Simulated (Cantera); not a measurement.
Gas mixture: 100 % N2, at 100.0 Torr, frozen composition.

Cantera's kinetic-theory transport with the Lennard-Jones parameters of GRI-Mech 3.0, ideal gas; thermal conductivity in the mixture-averaged form.

One state of this run: ρ (kg/m³) = 0.0749; cp (J/kg/K) = 1074; μ (µPa s) = 29.6; λ (mW/m/K) = 45.2; Pr = 0.704; D (cm²/s) NH3 = 6.10; D (cm²/s) H = 31.1; D (cm²/s) O = 8.07. D: mixture-averaged diffusion coefficient of that species in the mixture.

Question: Which value of T (K) does it belong to?
(A) 1400
(B) 1800
(C) 400
(D) 600

Answer: D, 600
